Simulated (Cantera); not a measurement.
Input (Python, Cantera):

```python
import numpy as np
import cantera as ct

gas = ct.Solution("gri30.yaml")
gas.TPX = 650, 110000, {'CH4': 1, 'CO': 0.11, 'O2': 1.47, 'N2': 5.52}
flame = ct.FreeFlame(gas, width=0.037)
flame.set_refine_criteria(ratio=3, slope=0.08, curve=0.16)
flame.transport_model = "mixture-averaged"
flame.solve(loglevel=0, auto=True)
z, T = flame.grid, flame.T
thick = (T[-1] - T[0]) / np.gradient(T, z).max()
show = ['CH4', 'CO', 'O2', 'O', 'CO2', 'OH']
print(f"laminar burning velocity  {flame.velocity[0] * 100:.3f} cm/s")
print(f"burnt temperature         {T[-1]:.1f} K")
print(f"thermal thickness         {thick * 1e3:.4f} mm")
print(f"grid points               {len(z)}")
z0 = z[flame.heat_release_rate.argmax()]
print(f"{'z/mm':>9s}{'T/K':>9s}{'u/(m/s)':>9s}" + "".join(f"{s:>11s}" for s in show))
rows = []
for k in (-3, -2, -1.5, -1, -0.5, -0.25, 0, 0.25, 0.5, 1, 2, 4, 8):
    zz = z0 + k * thick
    rows.append([k * thick, np.interp(zz, z, T), np.interp(zz, z, flame.velocity),
                 *(np.interp(zz, z, flame.X[gas.species_index(s)]) for s in show)])
    print(f"{rows[-1][0] * 1e3:9.3f}{rows[-1][1]:9.1f}{rows[-1][2]:9.3f}" + "".join(f"{x:11.3e}" for x in rows[-1][3:]))
```

Result:

```
laminar burning velocity  96.410 cm/s
burnt temperature         2238.7 K
thermal thickness         0.3871 mm
grid points               139
     z/mm      T/K  u/(m/s)        CH4         CO         O2          O        CO2         OH
   -1.161    650.4    0.968  1.230e-01  1.355e-02  1.809e-01  3.022e-13  4.441e-07  7.362e-12
   -0.774    655.2    0.980  1.219e-01  1.357e-02  1.797e-01  7.064e-11  8.468e-06  1.137e-09
   -0.581    671.1    1.009  1.198e-01  1.388e-02  1.777e-01  1.873e-09  4.896e-05  1.774e-08
   -0.387    767.6    1.169  1.110e-01  1.671e-02  1.692e-01  1.464e-07  5.084e-04  6.640e-07
   -0.194   1191.2    1.856  7.570e-02  3.480e-02  1.294e-01  1.101e-05  4.714e-03  2.364e-05
   -0.097   1571.1    2.483  4.183e-02  5.655e-02  8.613e-02  7.823e-05  1.124e-02  2.117e-04
    0.000   1912.8    3.058  1.221e-02  7.954e-02  3.999e-02  2.779e-04  2.098e-02  1.095e-03
    0.097   2083.5    3.340  1.850e-03  8.834e-02  1.361e-02  4.320e-04  3.064e-02  2.508e-03
    0.194   2136.4    3.420  2.286e-04  8.680e-02  4.327e-03  4.414e-04  3.785e-02  3.292e-03
    0.387   2159.9    3.446  5.326e-06  8.194e-02  8.310e-04  3.795e-04  4.478e-02  3.445e-03
    0.774   2175.6    3.464  2.295e-08  7.972e-02  3.959e-04  2.894e-04  4.752e-02  3.086e-03
    1.548   2193.6    3.489  5.256e-11  7.972e-02  2.581e-04  1.906e-04  4.768e-02  2.553e-03
    3.097   2212.7    3.515  3.449e-13  8.005e-02  1.391e-04  1.024e-04  4.751e-02  1.910e-03
```

Detailed kinetics in Cantera: GRI-Mech 3.0 (53 species, 325 reactions). Burning velocities carry a grid error of a few per cent, more on coarse grids.
